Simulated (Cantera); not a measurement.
A perfectly stirred reactor is fed with CH₃OH : O₂ : N₂ = 1 : 1.36 : 5.13 (molar parts), equivalence ratio 1.1, at 1.20 bar; it is adiabatic with a 473 K inlet, and is followed from long to short residence time, starting on the burning branch (τ in s: 0.02, 0.012, 0.0066, 0.0038, 0.0022, 0.0012, 0.0007, 0.0004, 0.00023, 0.00013, 7.5e-05).

Cantera simulation using GRI-Mech 3.0 (53 species, 325 reactions); the numbers are that mechanism's predictions, not measurements. GRI-Mech 3.0 was tuned for natural gas; its chemistry of methanol as a main component is partial and can be far from experiment.

One state of this run: T (K) = 2098; x CH₃OH = 1.98e-5; x O₂ = 0.0110; x CO = 0.0390; x H₂O₂ = 2.45e-7; x NO = 0.000107. x: mole fraction; the columns are a selection and need not sum to one.

Which value of τ (s) does it belong to?
(A) 0.00023
(B) 0.00040
(C) 0.0012
(D) 0.012

C, 0.0012
